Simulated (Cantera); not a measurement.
Cantera run, input and output.

```python
import numpy as np
import cantera as ct

gas = ct.Solution("gri30.yaml")


def delay(T, t_max=10):
    gas.TPX = T, 72000, {'CO': 1, 'H2': 0.032, 'O2': 0.516, 'N2': 1.94}
    reactor = ct.IdealGasConstPressureReactor(gas, clone=False)
    net = ct.ReactorNet([reactor])
    net.rtol, net.atol = 1e-8, 1e-16
    while net.time < t_max:
        t_old, T_old = net.time, reactor.T
        net.step()
        if reactor.T > T + 400:  # ignition: a rise of 400 K
            return t_old + (T + 400 - T_old) / (reactor.T - T_old) * (net.time - t_old)
    return np.nan


taus = []
for T in [875, 950, 1025, 1100, 1175, 1250, 1325, 1400, 1475]:
    taus.append(delay(T))
    print(f"T0 = {T:6g} K   tau = {taus[-1]:.4e} s")
```

Result:

```
T0 =    875 K   tau = 1.1570e-01 s
T0 =    950 K   tau = 3.4714e-03 s
T0 =   1025 K   tau = 8.8562e-04 s
T0 =   1100 K   tau = 4.7939e-04 s
T0 =   1175 K   tau = 3.3372e-04 s
T0 =   1250 K   tau = 2.6391e-04 s
T0 =   1325 K   tau = 2.2618e-04 s
T0 =   1400 K   tau = 2.0540e-04 s
T0 =   1475 K   tau = 1.9507e-04 s
```

Cantera simulation using GRI-Mech 3.0 (53 species, 325 reactions); the numbers are that mechanism's predictions, not measurements. Below about 950 K walls govern HO2 and H2O2 in real vessels. Where the delays flatten at high temperature, the 400 K rule measures the pace of heat release, not the induction time.
